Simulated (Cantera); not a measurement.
A Cantera script and what it prints.

```python
import numpy as np
import cantera as ct

gas_names = [...]  # 110 gases of nasa_gas.yaml made of C, H, O
cond_names = """
    C(gr) C6H6(L) C7H8(L) C8H18(L),n-octa H2O(s) H2O(L)
""".split()


# ... load() reads the species with a 1 bar reference pressure and builds the phases ...
atoms = {
    'C2H4': {'C': 2, 'H': 4},
    'H2O': {'H': 2, 'O': 1},
}
top_T = {'C(gr)': 4500}  # K; cautious upper limits of use, not melting points


# ... equilibrate(T, P, feed) seeds the gas with the atoms and calls Mixture.equilibrate('TP', solver="vcs", rtol=1e-11, max_steps=5000) ...
results = []
feed = {'C2H4': 1, 'H2O': 0.037}  # mol
P = 450000  # Pa
for T in [775, 850, 925, 1000, 1075, 1150, 1225, 1300, 1375, 1450, 1525, 1600, 1675, 1750]:
    mix = equilibrate(T, P, feed)
    results.append((T, P, feed, dict(zip(mix.species_names, mix.species_moles))))

top = {s: max(r[3][s] / sum(r[3][g] for g in gas_names) for r in results) for s in gas_names}
cols = sorted((s for s in top if top[s] > 1e-06), key=lambda s: -top[s])[:6]
seen = [c for c in cond_names if any(r[3].get(c, 0) > 1e-12 for r in results)]
print("log10 of partial pressures in bar; condensed amounts in mol")
print(f"{'T/K':>10s}" + "".join(f"{s[:9]:>10s}" for s in cols + seen))
for T, P, feed, n in results:
    ng = sum(n[g] for g in gas_names)
    print(f"{T:10.4g}" + "".join(f"{np.log10(max(n[s] / ng * P / 1e5, 1e-99)):10.3f}" for s in cols)
          + "".join(f"{n.get(c, 0):10.4g}" for c in seen))
```

Output:

```
log10 of partial pressures in bar; condensed amounts in mol
       T/K        H2       CH4       H2O        CO       CO2 C2H2,acet     C(gr)
       775     0.092     0.495    -0.875    -2.621    -2.885   -12.273     1.164
       850     0.294     0.382    -0.942    -2.085    -2.836   -10.727     1.286
       925     0.434     0.224    -1.059    -1.665    -2.852    -9.462     1.438
      1000     0.523     0.027    -1.253    -1.373    -2.992    -8.419     1.592
      1075     0.576    -0.194    -1.531    -1.209    -3.285    -7.547     1.718
      1150     0.606    -0.420    -1.860    -1.136    -3.676    -6.807     1.808
      1225     0.622    -0.638    -2.193    -1.108    -4.090    -6.168     1.865
      1300     0.631    -0.843    -2.508    -1.098    -4.483    -5.609       1.9
      1375     0.636    -1.031    -2.796    -1.095    -4.843    -5.114     1.922
      1450     0.639    -1.203    -3.058    -1.094    -5.167    -4.673     1.935
      1525     0.641    -1.360    -3.295    -1.094    -5.460    -4.277     1.943
      1600     0.642    -1.503    -3.510    -1.094    -5.724    -3.918     1.949
      1675     0.643    -1.633    -3.706    -1.094    -5.964    -3.593     1.952
      1750     0.644    -1.752    -3.885    -1.094    -6.182    -3.296     1.954
```

Equilibrium computed with Cantera from the NASA thermochemical tables; the gas is ideal and each condensed phase is pure.
